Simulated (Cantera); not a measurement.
Charge: 1 mol Si, 0.98 mol HCl, 2.6 mol H2, held at 1 atm.

Method: chemical equilibrium by Gibbs-energy minimisation in Cantera with the NASA 1993 tables (ideal gas, pure condensed phases). Candidate condensed phases: Si; 19 gas species. The tables' values for SiCl3 are old estimates; treat these amounts as uncertain. Equilibrium is a limit: real reactors are often held back by kinetics, nucleation or transport. All values below are at 1523 K.

Base state: H2 0.825, HCl 0.105, SiCl2 0.0434, SiCl3 0.0108, SiCl4 0.00808, SiHCl3 0.00715, SiH2Cl2 0.00102, SiH3Cl 4.27e-5 (mole fractions); condensed: Si(s).

What changes in the equilibrium state with this change: H2 from 2.6 to 1.8 mol?


```json
[
 {"species": "H2", "before": "0.825", "after": "0.786"},
 {"species": "HCl", "before": "0.105", "after": "0.116"},
 {"species": "SiCl2", "before": "0.0434", "after": "0.0562"},
 {"species": "SiCl4", "before": "0.00808", "after": "0.0136"},
 {"species": "SiCl3", "before": "0.0108", "after": "0.0160"},
 {"species": "SiHCl3", "before": "0.00715", "after": "0.0103"},
 {"species": "SiH2Cl2", "before": "0.00102", "after": "0.00126"},
 {"species": "SiH3Cl", "before": "4.27e-5", "after": "4.53e-5"},
 {"species": "H", "before": "2.09e-5", "after": "2.04e-5"},
 {"species": "Si(s), mol", "before": "0.753", "after": "0.738"}
]
```
